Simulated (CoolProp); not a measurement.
Model: reference Helmholtz-energy equation of state, Wagner 2002, in CoolProp.

Task: For water, give the phase and the cp (kJ/(kg K)), speed of sound (m/s), isothermal compressibility (1/MPa), expansivity (1/kK) at 29.75 °C and 831 bar; 34.25 °C and 831 bar.

Result: 
- 29.75 °C and 831 bar: liquid; cp 4.01, speed of sound 1650, isothermal compressibility 0.000367, expansivity 0.362
- 34.25 °C and 831 bar: liquid; cp 4.01, speed of sound 1660, isothermal compressibility 0.000365, expansivity 0.384
